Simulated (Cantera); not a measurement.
A perfectly stirred reactor is fed with NH3 : H2 = 1 : 3.8 (molar parts), at 1200 Pa; it is held at 1625 K, and followed from long to short residence time.

Model: the gas-phase N/H chemistry of the illustrative SiF4/NH3 mechanism in the Surface Chemkin manual (1991), integrated in Cantera. Walls and surfaces, which speed up NH3 decomposition in real reactors, are not modelled.

Q: What does this change do: pressure from 1200 Pa to 2670 Pa?

A: 
```csv
quantity,before,after
x(NH3) at τ = 6.60 s,0.201,0.196
x(H2) at τ = 6.60 s,0.796,0.799
x(NH) at τ = 6.60 s,6.69e-7,5.69e-7
x(N2H2) at τ = 6.60 s,2.19e-7,1.78e-7
x(H) at τ = 6.60 s,0.000112,0.000105
x(NH3) at τ = 0.110 s,0.208,0.208
x(H2) at τ = 0.110 s,0.792,0.792
x(NH) at τ = 0.110 s,2.96e-8,1.24e-7
x(N2H2) at τ = 0.110 s,7.43e-9,3.47e-8
x(H) at τ = 0.110 s,2.30e-5,4.71e-5
```
